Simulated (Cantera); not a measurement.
Feed: 1 mol SiCl4, 0.28 mol C3H8, a varied amount of H2, 0.29 mol HCl, held at 1348.15 K and 1.00 Torr.

Method: chemical equilibrium by Gibbs-energy minimisation in Cantera with the NASA 1993 tables (ideal gas, pure condensed phases). Candidate condensed phases: C, C6H6, C7H8, C8H18, Si, SiC; 109 gas species. Mutual solubility and eutectic melting of coexisting phases are not modelled. Kinetics and transport are ignored.

Problem. At 470 mol H2, list the 4 most abundant gas species with their mole fractions, and the condensed phases.

Solution. H2 0.991, HCl 0.00864, SiCl2 0.000211, H 6.32e-5. Condensed: Si(s) + SiC(s).
